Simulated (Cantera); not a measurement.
Feed: 1 mol BN, 88 mol HCl, 3.4 mol N₂, equilibrated at 1823.15 K and 1000 Pa.

Equilibrium computed with Cantera from the NASA thermochemical tables; the gas is ideal and each condensed phase is pure. Candidate condensed phases: B, BN, NH₄Cl; 21 gas species. The tables' values for BCl₂, BCl are old estimates; treat these amounts as uncertain. Gases not in the tables: BHCl₂. Rates play no part.

**Question.** What is the equilibrium state?

**Answer.** 
```json
{
  "x(HCl)": "0.902",
  "x(N₂)": "0.0422",
  "x(H₂)": "0.0248",
  "x(Cl)": "0.0190",
  "x(BCl₃)": "0.00989",
  "x(H)": "0.000683",
  "x(BCl₂)": "0.000655",
  "x(BCl)": "0.000284",
  "x(Cl₂)": "2.91e-5",
  "gas_amount": "92.36 mol",
  "log10 activity of B(s) (absent)": "-3.08"
}
```
